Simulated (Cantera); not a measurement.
Feed: 1 mol AlN, 11 mol HCl, at 1600 K and 3.40 mbar.

Equilibrium computed with Cantera from the NASA thermochemical tables; the gas is ideal and each condensed phase is pure. Candidate condensed phases: Al, AlCl₃, AlN, NH₄Cl; 20 gas species. The tables' values for AlCl₂ are old estimates; treat these amounts as uncertain. The numbers say what is thermodynamically allowed, not how fast it happens.

Base state: HCl 0.729, H₂ 0.133, AlCl₃ 0.0850, N₂ 0.0453, AlCl₂ 0.00433, Cl 0.00148, AlCl 0.00121, H 0.000340 (mole fractions); condensed: gas only.

### Question
What changes in the equilibrium state with this change: pressure from 3.40 mbar to 27.0 Pa?

### Answer
| species | before | after |
|---|---|---|
| HCl | 0.729 | 0.740 |
| H₂ | 0.133 | 0.120 |
| AlCl₃ | 0.0850 | 0.0672 |
| AlCl | 0.00121 | 0.0105 |
| AlCl₂ | 0.00433 | 0.0114 |
| N₂ | 0.0453 | 0.0446 |
| Cl | 0.00148 | 0.00560 |
| H | 0.000340 | 0.00114 |

### Question
What changes in the equilibrium state with this change: HCl from 11 to 26 mol?

### Answer
```csv
species,before,after
HCl,0.729,0.881
H₂,0.133,0.0581
AlCl₃,0.0850,0.0372
N₂,0.0453,0.0192
AlCl,0.00121,0.000158
AlCl₂,0.00433,0.00104
```
